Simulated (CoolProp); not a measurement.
Vapour-liquid equilibrium of carbon dioxide (1) + R227EA (2) at -0.45 °C; x and y are mole fractions of (1).

Values from CoolProp's multi-fluid Helmholtz-energy mixture model, Span 1996 and Lemmon 2016; pair parameters Bell 2016.

Problem. Give the bubble pressure and the first vapour's composition at x = 0.05, 0.65, 0.8. Is there an azeotrope?

Solution. x = 0.05: 0.3166 MPa, y = 0.398; x = 0.65: 2.038 MPa, y = 0.942; x = 0.8: 2.578 MPa, y = 0.969. No azeotrope shows between x = 0.05 and 0.95.

The pair parameters rest on a limited set of measurements; away from them the model extrapolates.
